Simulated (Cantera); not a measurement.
Equilibrium for carbothermic reduction: Fe2O3 + CH4 + H2

Feed: 1 mol Fe2O3, 4.9 mol CH4, 1.1 mol H2, held at 64.0 Pa.

Equilibrium computed with Cantera from the NASA thermochemical tables; the gas is ideal and each condensed phase is pure. Candidate condensed phases: C, C6H6, C7H8, C8H18, Fe, Fe(CO)5, FeO, Fe(OH)2, Fe(OH)3, Fe2O3, Fe3O4, H2O; 114 gas species. Iron dissolves carbon and melts from about 1420 K in contact with it, which pure phases cannot show. Condensed phases not in the tables: cementite and carbon dissolved in iron. Equilibrium is a limit: real reactors are often held back by kinetics, nucleation or transport.

| T (°C) | log p H2 | log p CO | log p H | log p Fe | log p CH4 | log p H2O | log p C2H2 (acetylene) | n C(graphite) | n Fe(α) | n Fe(γ) |
|---|---|---|---|---|---|---|---|---|---|---|
| 852 | -3.30 | -3.86 | -9.00 | -11.47 | -8.14 | -8.35 | -10.94 | 1.90 | 2.00 | 0 |
| 877 | -3.30 | -3.86 | -8.78 | -11.07 | -8.23 | -8.49 | -10.71 | 1.90 | 2.00 | 0 |
| 902 | -3.30 | -3.86 | -8.56 | -10.68 | -8.32 | -8.62 | -10.50 | 1.90 | 2.00 | 0 |
| 927 | -3.30 | -3.86 | -8.35 | -10.30 | -8.40 | -8.74 | -10.29 | 1.90 | 0 | 2.00 |
| 952 | -3.30 | -3.86 | -8.16 | -9.95 | -8.48 | -8.87 | -10.09 | 1.90 | 0 | 2.00 |
| 977 | -3.30 | -3.86 | -7.97 | -9.61 | -8.56 | -8.98 | -9.90 | 1.90 | 0 | 2.00 |
| 1002 | -3.30 | -3.86 | -7.78 | -9.28 | -8.63 | -9.09 | -9.71 | 1.90 | 0 | 2.00 |
| 1027 | -3.30 | -3.86 | -7.61 | -8.96 | -8.70 | -9.20 | -9.54 | 1.90 | 0 | 2.00 |
| 1052 | -3.30 | -3.86 | -7.44 | -8.66 | -8.77 | -9.30 | -9.37 | 1.90 | 0 | 2.00 |
| 1077 | -3.30 | -3.86 | -7.27 | -8.37 | -8.84 | -9.40 | -9.21 | 1.90 | 0 | 2.00 |
| 1102 | -3.30 | -3.86 | -7.11 | -8.09 | -8.90 | -9.50 | -9.05 | 1.90 | 0 | 2.00 |
| 1127 | -3.30 | -3.86 | -6.96 | -7.81 | -8.96 | -9.59 | -8.90 | 1.90 | 0 | 2.00 |
| 1152 | -3.30 | -3.86 | -6.82 | -7.55 | -9.02 | -9.68 | -8.75 | 1.90 | 0 | 2.00 |
log p: log10 of the partial pressure in bar; n: condensed amount in mol.

From 852 °C to 902 °C the condensed part is C(graphite) + Fe(α). From 927 °C to 1152 °C the condensed part is C(graphite) + Fe(γ).
